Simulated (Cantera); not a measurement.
**Mg(OH)2 + H2 (calcination and drying)**

Feed: 1 mol Mg(OH)2, 0.051 mol H2, equilibrated at 2048.15 K and 3.90 Torr.

Cantera equilibrium calculation (NASA polynomials, part measured and part estimated; ideal gas, pure solids and liquids). Candidate condensed phases: H2O, Mg, MgO, Mg(OH)2; 15 gas species. Rates play no part.

```json
{
 "x(H2O)": "0.908",
 "x(H2)": "0.0637",
 "x(OH)": "0.0122",
 "x(H)": "0.00785",
 "x(O2)": "0.00662",
 "x(O)": "0.00108",
 "x(Mg)": "0.000401",
 "x(MgOH)": "6.15e-5",
 "x(Mg(OH)2)": "5.20e-5",
 "n(MgO(s))": "0.999 mol",
 "gas_amount": "1.070 mol",
 "log10 activity of Mg(l) (absent)": "-7.27"
}
```
